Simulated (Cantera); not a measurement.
Input: 1 mol SiC, 0.049 mol CO₂, 1.5 mol H₂, equilibrated at 1 atm.

Cantera equilibrium calculation (NASA polynomials, part measured and part estimated; ideal gas, pure solids and liquids). Candidate condensed phases: C, C₆H₆, C₇H₈, C₈H₁₈, H₂O, Si, SiC, SiO₂; 123 gas species. Mutual solubility and eutectic melting of coexisting phases are not modelled. The tables hold silica as quartz up to 1696 K and as liquid above; real silica turns to tridymite and cristobalite and melts near 1996 K. Rates play no part. All values below are at 1425 °C.

Base state: H₂ 0.954, CO 0.0424, SiO 0.00299, CH₄ 0.000244, H 0.000140, H₂O 8.33e-5 (mole fractions); condensed: SiC(s) + SiO₂(condensed).

Question: What changes in the equilibrium state with this change: pressure from 1 atm to 173 Torr?

Answer: 
```json
[
 {"species": "H₂", "before": "0.954", "after": "0.938"},
 {"species": "CO", "before": "0.0424", "after": "0.0460"},
 {"species": "SiO", "before": "0.00299", "after": "0.0153"},
 {"species": "CH₄", "before": "0.000244", "after": "2.47e-5"},
 {"species": "H", "before": "0.000140", "after": "0.000292"},
 {"species": "H₂O", "before": "8.33e-5", "after": "4.38e-5"},
 {"species": "SiC(s), mol", "before": "0.982", "after": "0.976"},
 {"species": "SiO₂(condensed), mol", "before": "0.0133", "after": "0"}
]
```

Question: What changes in the equilibrium state with this change: pressure from 1 atm to 7.50 Torr?

Answer: 
| species | before | after |
|---|---|---|
| H₂ | 0.954 | 0.937 |
| CO | 0.0424 | 0.0460 |
| SiO | 0.00299 | 0.0153 |
| CH₄ | 0.000244 | 1.07e-6 |
| H₂O | 8.33e-5 | 1.90e-6 |
| H | 0.000140 | 0.00140 |
| SiC(s), mol | 0.982 | 0.975 |
| SiO₂(condensed), mol | 0.0133 | 0 |

Question: What changes in the equilibrium state with this change: SiC replaced by Si₃N₄?

Answer: 
| species | before | after |
|---|---|---|
| H₂ | 0.954 | 0.958 |
| N₂ | 0 | 0.0415 |
| H | 0.000140 | 0.000141 |
| CO | 0.0424 | 8.68e-5 |
| SiO | 0.00299 | 1.93e-5 |
| HCN | 0 | 9.76e-5 |
| H₂O | 8.33e-5 | 3.04e-7 |
| CH₄ | 0.000244 | 0.000139 |
| SiC(s), mol | 0.982 | 0.0485 |
| SiO₂(condensed), mol | 0.0133 | 0 |
| Si₂N₂O(s), mol | 0 | 0.0978 |
| Si₃N₄(s), mol | 0 | 0.919 |
Further candidate phases: Si₂N₂O, Si₃N₄.
